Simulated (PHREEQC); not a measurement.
0.024 g of hydrous ferric oxide (600 m²/g; 0.2 weak and 0.005 strong sites per Fe, Dzombak-Morel constants, diffuse double layer) in 1 kg of water with 0.001 mol/kgw of an inert sodium salt and 2.4e-05 mol/kgw NaF and 5.7e-05 mol/kgw Ag2SO4, at 25 °C; the pH is set by adding NaOH or the inert anion's acid. O2 is buffered at 0.21 atm. No CO2 enters from the air. No solid was allowed to form.

Base run: PHREEQC, ion-association model, wateq4f.dat. Each further column changes one thing. The table gives Ag sorbed (%).

```
pH    base  no electrostatic term (-no_edl)  background salt from 0.001 to 0.0001 mol/kgw  oxide from 0.024 to 0.12 g/kgw
----  ----  -------------------------------  --------------------------------------------  ------------------------------
4      0.0                              0.0                                           0.0                             0.0
5.12   0.1                              0.0                                           0.1                             [?]
5.88   0.6                              0.1                                           0.6                             [?]
7      1.3                              1.1                                           1.3                             [?]
8.12   3.6                              3.6                                           3.6                            16.4
8.88  11.6                              9.0                                           [?]                             [?]
10    35.3                              [?]                                           [?]                            87.3
```

What belongs in the gaps?


- 5.12, oxide from 0.024 to 0.12 g/kgw: 0.7
- 5.88, oxide from 0.024 to 0.12 g/kgw: 2.9
- 7, oxide from 0.024 to 0.12 g/kgw: 6.4
- 8.88, background salt from 0.001 to 0.0001 mol/kgw: 11.7
- 8.88, oxide from 0.024 to 0.12 g/kgw: 42.6
- 10, no electrostatic term (-no_edl): 13.9
- 10, background salt from 0.001 to 0.0001 mol/kgw: 35.7
